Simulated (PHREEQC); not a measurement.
Brackish or sea water

A made-up water analysis in mg/kgw, 25 °C, pH 8.21:

```csv
constituent,mg/kgw
Na,3340
K,295
Ca,7.94
Mg,204
Cl,5440
S(6) as SO4,660
Alkalinity as HCO3,133
Fe(2),2.01
Sr,15.5
Si as SiO2,1.97
```

Valence states are taken as typed.

Equilibrium calculation in PHREEQC: ion-association model, phreeqc.dat.

The ionic strength is 0.179 mol/kgw and the specific conductance is 16600 µS/cm. The density is 1.004 g/cm³. The charge-balance error is 0.3 %.

```tsv
species	molality	activity	log γ
Cl-	0.153	0.111	-0.140
Na+	0.144	0.108	-0.123
K+	0.00747	0.00538	-0.143
Mg+2	0.00744	0.00262	-0.454
SO4-2	0.00483	0.00147	-0.517
HCO3-	0.00185	0.00139	-0.123
NaSO4-	0.00106	0.000800	-0.123
MgSO4	0.000866	0.000903	0.018
Ca+2	0.000181	5.98e-5	-0.480
Sr+2	0.000160	5.34e-5	-0.477
NaHCO3	8.15e-5	8.49e-5	0.018
KSO4-	7.39e-5	5.56e-5	-0.123
MgHCO3+	5.87e-5	4.26e-5	-0.139
CO3-2	3.30e-5	1.06e-5	-0.493
H4SiO4	3.17e-5	3.30e-5	0.018
NaCO3-	2.85e-5	2.14e-5	-0.124
```

No solid was allowed to form. Examples of supersaturated solids here: Siderite. Others may be too. Species that the database lacks are ignored.
